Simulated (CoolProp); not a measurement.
Carbon dioxide at 298.15 K and 0.864 MPa is throttled through a valve to 0.0858 MPa with no heat exchange. Each further row changes one setting.

Model: reference Helmholtz-energy equation of state, Span 1996, in CoolProp.

| case | temperature change (K) | final density (kg/m³) |
|---|---|---|
| as stated | -8.9 | 1.58 |
| outlet pressure 0.0257 MPa | -9.6 | 0.472 |
| outlet pressure 0.112 MPa | -8.5 | 2.06 |
